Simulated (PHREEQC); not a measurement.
# Alkaline etch or developer

Consider water at 46 °C with 0.011 mol/kgw LiOH. Closed to the air; pH follows from the charge balance.

Model: Pitzer model, pitzer.dat, run in PHREEQC.

Precipitation was switched off in this run.

What pH, osmotic coefficient, specific conductance does the model give?

pH 11.36; osmotic coefficient 0.964; specific conductance 3660 µS/cm.

Constants without temperature data keep their 25 °C values here.
